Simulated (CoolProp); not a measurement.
Properties of n-perfluorohexane along the isobar 0.101 MPa.

Model: reference Helmholtz-energy equation of state, Gao 2022, in CoolProp.

```json
[
 {"T (K)": "338.9", "phase": "gas", "density (kg/m³)": "___", "speed of sound (m/s)": "___"},
 {"T (K)": "349", "phase": "gas", "density (kg/m³)": "12.40", "speed of sound (m/s)": "89.40"},
 {"T (K)": "359.1", "phase": "gas", "density (kg/m³)": "___", "speed of sound (m/s)": "___"},
 {"T (K)": "369.2", "phase": "gas", "density (kg/m³)": "___", "speed of sound (m/s)": "92.80"},
 {"T (K)": "379.3", "phase": "gas", "density (kg/m³)": "11.25", "speed of sound (m/s)": "___"},
 {"T (K)": "389.4", "phase": "gas", "density (kg/m³)": "___", "speed of sound (m/s)": "95.96"},
 {"T (K)": "399.5", "phase": "gas", "density (kg/m³)": "10.61", "speed of sound (m/s)": "97.47"},
 {"T (K)": "409.6", "phase": "gas", "density (kg/m³)": "10.32", "speed of sound (m/s)": "98.93"},
 {"T (K)": "419.7", "phase": "gas", "density (kg/m³)": "10.05", "speed of sound (m/s)": "___"},
 {"T (K)": "429.8", "phase": "gas", "density (kg/m³)": "9.789", "speed of sound (m/s)": "101.8"},
 {"T (K)": "439.9", "phase": "gas", "density (kg/m³)": "9.545", "speed of sound (m/s)": "103.1"},
 {"T (K)": "450", "phase": "gas", "density (kg/m³)": "9.314", "speed of sound (m/s)": "104.5"}
]
```

Task: Some entries are withheld; supply them.

Result: 
- 338.9, density (kg/m³): 12.84
- 338.9, speed of sound (m/s): 87.60
- 359.1, density (kg/m³): 11.98
- 359.1, speed of sound (m/s): 91.13
- 369.2, density (kg/m³): 11.60
- 379.3, speed of sound (m/s): 94.40
- 389.4, density (kg/m³): 10.92
- 419.7, speed of sound (m/s): 100.4
